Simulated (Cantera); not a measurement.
Charge: 1 mol borazine, 4 mol H₂O, 1.5 mol H₂, held at 2323.15 K and 1000 Pa.

Method: chemical equilibrium by Gibbs-energy minimisation in Cantera with the NASA 1993 tables (ideal gas, pure condensed phases). Candidate condensed phases: B, BN, B₂O₃, B₃O₃H₃, H₂O; 39 gas species. The feed counts by its element totals alone. Kinetics and transport are ignored.

Base state: H₂ 0.589, N₂ 0.120, H 0.0837, BO 0.0733, HBO 0.0469, HBO₂ 0.0381, B₂O₃ 0.0338, H₂O 0.00698 (mole fractions); condensed: gas only.

What changes in the equilibrium state with this change: temperature from 2323.15 K to 1448 K?


```tsv
species	before	after
H₂	0.589	0.858
N₂	0.120	0.135
HBO₂	0.0381	0.00413
H	0.0837	8.54e-5
BO	0.0733	5.15e-6
B₂O₃	0.0338	0.000719
HBO	0.0469	0.00183
OH	0.000165	1.79e-9
BO₂	0.00108	1.21e-8
O	1.59e-5	<1e-9
BN(s), mol	0	0.346
B₂O₃(l), mol	0	1.29
```
Mutual solubility and eutectic melting of coexisting phases are not modelled.
